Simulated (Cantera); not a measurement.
A perfectly stirred reactor is fed with CH4 : O2 : N2 : H2O = 1 : 1.11 : 4.18 : 0.34 (molar parts), equivalence ratio 1.8, at 14.0 bar; it is adiabatic with a 625 K inlet, and is followed from long to short residence time, starting on the burning branch (τ in s: 0.06, 0.031, 0.016, 0.0082, 0.0042, 0.0022, 0.0011, 0.00058, 0.0003, 0.00015, 7.9e-05, 4.1e-05, 2.1e-05).

Model: GRI-Mech 3.0 (53 species, 325 reactions), integrated in Cantera. The pressure lies above the range GRI-Mech 3.0 was tuned for (to about 10 atm).

**Question.** What does this change do: inlet temperature 625 to 425 K?

**Answer.** 
```csv
quantity,before,after
"blow-out, bracketed by the residence times tried","burning at 0.300 ms, out at 0.150 ms","burning at 1.10 ms, out at 0.580 ms"
x(CH4) at τ = 60.0 ms,0.00614,0.0124
x(O2) at τ = 60.0 ms,0.000139,0.000371
x(H2O) at τ = 60.0 ms,0.189,0.201
x(CH2O) at τ = 60.0 ms,2.73e-6,4.81e-6
x(C2H) at τ = 60.0 ms,2.77e-8,1.95e-8
x(CH4) at τ = 1.10 ms,0.0189,0.0293
x(O2) at τ = 1.10 ms,0.00462,0.0116
x(H2O) at τ = 1.10 ms,0.212,0.211
x(CH2O) at τ = 1.10 ms,5.52e-5,0.000154
x(C2H) at τ = 1.10 ms,2.17e-7,4.05e-8
```

**Question.** What does this change do: pressure from 14.0 bar to 4.70 bar?

**Answer.** 
```tsv
quantity	before	after
blow-out, bracketed by the residence times tried	burning at 0.300 ms, out at 0.150 ms	burning at 0.580 ms, out at 0.300 ms
x(CH4) at τ = 60.0 ms	0.00614	0.00631
x(O2) at τ = 60.0 ms	0.000139	0.000274
x(H2O) at τ = 60.0 ms	0.189	0.191
x(CH2O) at τ = 60.0 ms	2.73e-6	4.09e-6
x(C2H) at τ = 60.0 ms	2.77e-8	6.56e-8
x(CH4) at τ = 1.10 ms	0.0189	0.0191
x(O2) at τ = 1.10 ms	0.00462	0.00871
x(H2O) at τ = 1.10 ms	0.212	0.207
x(CH2O) at τ = 1.10 ms	5.52e-5	8.53e-5
x(C2H) at τ = 1.10 ms	2.17e-7	2.92e-7
```
